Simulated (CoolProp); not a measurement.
R22 at several states: density (kg/m³) from the reference equation and from simpler models built on Tc = 369.3 K, pc = 4.990 MPa, ω = 0.221; each cubic takes its own stable root.

Values from CoolProp's reference Helmholtz-energy equation of state, Kamei 1995.

```csv
T (K),p (MPa),phase,reference
166.6,0.348,liquid,1589
170.1,0.144,liquid,1580
209.4,3.87,liquid,1481
397.1,2.28,gas,68.91
```

Problem. How far does each simpler model (van der Waals, Redlich-Kwong, Soave-Redlich-Kwong) lie from the reference over these 4 states: mean and median of the absolute difference, and the worst?

Solution. 
- van der Waals: mean 30.3 %, median 39.9 %, worst -40.4 % at 166.6 K and 0.348 MPa
- Redlich-Kwong: mean 8.5 %, median 11.2 %, worst -11.4 % at 166.6 K and 0.348 MPa
- Soave-Redlich-Kwong: mean 7.5 %, median 9.7 %, worst -10.3 % at 166.6 K and 0.348 MPa
